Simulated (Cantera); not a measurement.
Mixture: CH₄ : O₂ : N₂ = 1 : 2.9 : 20 (molar parts), equivalence ratio 0.69, at 7.40 bar, adiabatic and at constant volume. Ignition delay is the time to a rise of 400 K.

Detailed kinetics in Cantera: GRI-Mech 3.0 (53 species, 325 reactions).

### Question
What does this change do: O2 2.9 to 4 parts?

### Answer
| quantity | before | after |
|---|---|---|
| delay at 1073 K | 51.8 ms | 34.6 ms |
| delay at 1223 K | 7.07 ms | 4.50 ms |
| delay at 1373 K | 1.28 ms | 0.809 ms |
| delay at 1523 K | 0.278 ms | 0.184 ms |
| delay at 1673 K | 72.9 µs | 52.7 µs |
| apparent activation energy between 1598 and 1748 K | 190 kJ/mol | 180 kJ/mol |

### Question
What does this change do: 0.9 parts H2 added?

### Answer
| quantity | before | after |
|---|---|---|
| delay at 1073 K | 51.8 ms | 3.27 ms |
| delay at 1223 K | 7.07 ms | 0.306 ms |
| delay at 1373 K | 1.28 ms | 91.9 µs |
| delay at 1523 K | 0.278 ms | 35.7 µs |
| delay at 1673 K | 72.9 µs | 15.9 µs |
| apparent activation energy between 1598 and 1748 K | 190 kJ/mol | 120 kJ/mol |

### Question
What does this change do: pressure from 7.40 bar to 3.30 bar?

### Answer
```csv
quantity,before,after
delay at 1073 K,51.8 ms,0.130 s
delay at 1223 K,7.07 ms,16.1 ms
delay at 1373 K,1.28 ms,2.60 ms
delay at 1523 K,0.278 ms,0.523 ms
delay at 1673 K,72.9 µs,0.136 ms
apparent activation energy between 1598 and 1748 K,190 kJ/mol,190 kJ/mol
```
